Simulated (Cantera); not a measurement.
Cantera run:

```python
import numpy as np
import cantera as ct

gas_names = """
    Hg N N2
""".split()
cond_names = """
    Hg(cr) Hg(L)
""".split()


# ... load() reads the species with a 1 bar reference pressure and builds the phases ...
atoms = {
    'Hg': {'Hg': 1},
    'N2': {'N': 2},
}
top_T = {}  # K; cautious upper limits of use, not melting points


# ... equilibrate(T, P, feed) seeds the gas with the atoms and calls Mixture.equilibrate('TP', solver="vcs", rtol=1e-11, max_steps=5000) ...
results = []
T = 598.15  # K
P = 28000  # Pa
for m in [0.21, 0.34, 0.55, 0.89, 1.4, 2.3, 3.7, 6, 9.7]:
    feed = {'Hg': 1, 'N2': m}  # mol
    mix = equilibrate(T, P, feed)
    results.append((T, P, feed, dict(zip(mix.species_names, mix.species_moles))))

top = {s: max(r[3][s] / sum(r[3][g] for g in gas_names) for r in results) for s in gas_names}
cols = sorted((s for s in top if top[s] > 0.0001), key=lambda s: -top[s])[:6]
seen = [c for c in cond_names if any(r[3].get(c, 0) > 1e-12 for r in results)]
print("log10 of partial pressures in bar; condensed amounts in mol")
print(f"{'n(N2)':>10s}" + "".join(f"{s[:9]:>10s}" for s in cols + seen))
for T, P, feed, n in results:
    ng = sum(n[g] for g in gas_names)
    print(f"{feed['N2']:10.4g}" + "".join(f"{np.log10(max(n[s] / ng * P / 1e5, 1e-99)):10.3f}" for s in cols)
          + "".join(f"{n.get(c, 0):10.4g}" for c in seen))
```

It prints:

```
log10 of partial pressures in bar; condensed amounts in mol
     n(N2)        N2        Hg
      0.21    -1.313    -0.636
      0.34    -1.148    -0.680
      0.55    -1.003    -0.743
      0.89    -0.880    -0.829
       1.4    -0.787    -0.933
       2.3    -0.710    -1.071
       3.7    -0.657    -1.225
         6    -0.620    -1.398
       9.7    -0.595    -1.582
```

Equilibrium computed with Cantera from the NASA thermochemical tables; the gas is ideal and each condensed phase is pure.
